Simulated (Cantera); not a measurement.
A diamond (100) surface in a fixed gas of H2 with x(CH4) = 0.0027, x(H) = 0.00024, at 1250 K, 0.0150 bar; coverages are run to steady state.

Model: the Harris–Goodwin 1993 mechanism for the reconstructed diamond (100) surface, integrated in Cantera.

One state of this run: growth (µm/h) = 0.00321; θ c6HH = 0.533; θ c6H* = 0.0360; θ c6*H = 0.420; θ c6** = 0.0113; θ c6HM = 1.15e-5. θ: site fractions in the mechanism's names (c6HH fully hydrogenated, c6H* and c6*H radical sites, c6** diradical, c6HM methylated).

Problem. Which value of x(CH3) does it belong to?
(A) 9.8e-05
(B) 9.9e-06
(C) 1e-06
(D) 4.6e-05

Solution. B, 9.9e-06
